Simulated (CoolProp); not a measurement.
Saturation properties of n-perfluorohexane (Tc = 174.9 °C, pc = 17.42 bar, ω = 0.497).

Model: reference Helmholtz-energy equation of state, Gao 2022, in CoolProp.

```json
[
 {"T (°C)": "73.85", "p (bar)": "1.727", "liquid density (kg/m³)": "1523", "enthalpy of vaporisation (kJ/kg)": "79.52", "liquid cp (kJ/(kg K))": "1.126", "vapour Z": "0.9075"},
 {"T (°C)": "78.75", "p (bar)": "1.996", "liquid density (kg/m³)": "1506", "enthalpy of vaporisation (kJ/kg)": "77.98", "liquid cp (kJ/(kg K))": "1.135", "vapour Z": "0.8971"},
 {"T (°C)": "83.75", "p (bar)": "2.302", "liquid density (kg/m³)": "1488", "enthalpy of vaporisation (kJ/kg)": "76.37", "liquid cp (kJ/(kg K))": "1.144", "vapour Z": "0.8857"},
 {"T (°C)": "88.65", "p (bar)": "2.636", "liquid density (kg/m³)": "1470", "enthalpy of vaporisation (kJ/kg)": "74.73", "liquid cp (kJ/(kg K))": "1.154", "vapour Z": "0.8736"},
 {"T (°C)": "93.55", "p (bar)": "3.006", "liquid density (kg/m³)": "1451", "enthalpy of vaporisation (kJ/kg)": "73.04", "liquid cp (kJ/(kg K))": "1.163", "vapour Z": "0.8607"},
 {"T (°C)": "98.45", "p (bar)": "3.414", "liquid density (kg/m³)": "…", "enthalpy of vaporisation (kJ/kg)": "71.29", "liquid cp (kJ/(kg K))": "1.174", "vapour Z": "0.8469"},
 {"T (°C)": "103.35", "p (bar)": "3.862", "liquid density (kg/m³)": "1412", "enthalpy of vaporisation (kJ/kg)": "69.48", "liquid cp (kJ/(kg K))": "1.184", "vapour Z": "0.8321"},
 {"T (°C)": "108.25", "p (bar)": "4.354", "liquid density (kg/m³)": "1391", "enthalpy of vaporisation (kJ/kg)": "67.58", "liquid cp (kJ/(kg K))": "1.196", "vapour Z": "0.8163"},
 {"T (°C)": "113.15", "p (bar)": "4.893", "liquid density (kg/m³)": "1370", "enthalpy of vaporisation (kJ/kg)": "65.60", "liquid cp (kJ/(kg K))": "…", "vapour Z": "0.7993"},
 {"T (°C)": "118.05", "p (bar)": "5.480", "liquid density (kg/m³)": "…", "enthalpy of vaporisation (kJ/kg)": "63.52", "liquid cp (kJ/(kg K))": "…", "vapour Z": "0.7811"},
 {"T (°C)": "122.95", "p (bar)": "6.120", "liquid density (kg/m³)": "1323", "enthalpy of vaporisation (kJ/kg)": "61.33", "liquid cp (kJ/(kg K))": "1.238", "vapour Z": "0.7615"},
 {"T (°C)": "127.85", "p (bar)": "6.816", "liquid density (kg/m³)": "1297", "enthalpy of vaporisation (kJ/kg)": "59.01", "liquid cp (kJ/(kg K))": "1.256", "vapour Z": "0.7404"},
 {"T (°C)": "132.75", "p (bar)": "7.572", "liquid density (kg/m³)": "1270", "enthalpy of vaporisation (kJ/kg)": "56.53", "liquid cp (kJ/(kg K))": "1.277", "vapour Z": "0.7176"},
 {"T (°C)": "137.65", "p (bar)": "8.392", "liquid density (kg/m³)": "1240", "enthalpy of vaporisation (kJ/kg)": "53.87", "liquid cp (kJ/(kg K))": "1.302", "vapour Z": "0.6927"}
]
```

Task: Some entries are withheld; supply them.

Result: 
- 98.45, liquid density (kg/m³): 1432
- 113.15, liquid cp (kJ/(kg K)): 1.209
- 118.05, liquid density (kg/m³): 1347
- 118.05, liquid cp (kJ/(kg K)): 1.223

It boils at 57.1 °C under 1 atm.
